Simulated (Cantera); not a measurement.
Feed: 1 mol AlCl₃, a varied amount of N₂O, 97 mol N₂, held at 1923 K and 15.0 Pa.

Cantera equilibrium calculation (NASA polynomials, part measured and part estimated; ideal gas, pure solids and liquids). Candidate condensed phases: Al, AlCl₃, AlN, Al₂O₃; 24 gas species. The tables' values for AlCl₂ are old estimates; treat these amounts as uncertain. Rates play no part.

x: gas mole fraction; n: condensed amount in mol.

```tsv
n(N₂O) (mol)	x N₂	x Cl	x O₂	x AlCl	x O	x NO	n Al₂O₃(s)
0.72	0.970	0.0244	6.71e-8	0.00494	7.65e-6	3.85e-6	0.234
1.3	0.970	0.0282	5.09e-7	0.00125	2.11e-5	1.06e-5	0.428
1.9	0.968	0.0293	0.00120	3.86e-6	0.00102	0.000514	0.499
2.5	0.965	0.0291	0.00354	1.70e-6	0.00176	0.000882	0.499
3.1	0.962	0.0288	0.00598	1.13e-6	0.00228	0.00115	0.499
3.7	0.959	0.0286	0.00845	8.67e-7	0.00272	0.00136	0.499
4.2	0.957	0.0284	[?]	[?]	[?]	[?]	0.499
4.8	0.954	0.0281	0.0130	6.19e-7	0.00336	0.00168	0.499
5.4	0.951	0.0279	[?]	[?]	0.00367	0.00183	0.499
6	0.949	0.0276	0.0178	4.80e-7	0.00394	0.00196	0.500
6.6	0.946	0.0274	0.0202	4.33e-7	0.00420	0.00209	0.500
7.2	0.944	0.0272	0.0225	3.95e-7	0.00443	0.00220	0.500
7.8	0.941	0.0270	0.0248	3.64e-7	0.00466	0.00231	0.500
```

Problem. Complete the blanks.

Solution. 
- 4.2, x O₂: 0.0105
- 4.2, x AlCl: 7.31e-7
- 4.2, x O: 0.00303
- 4.2, x NO: 0.00151
- 5.4, x O₂: 0.0154
- 5.4, x AlCl: 5.40e-7
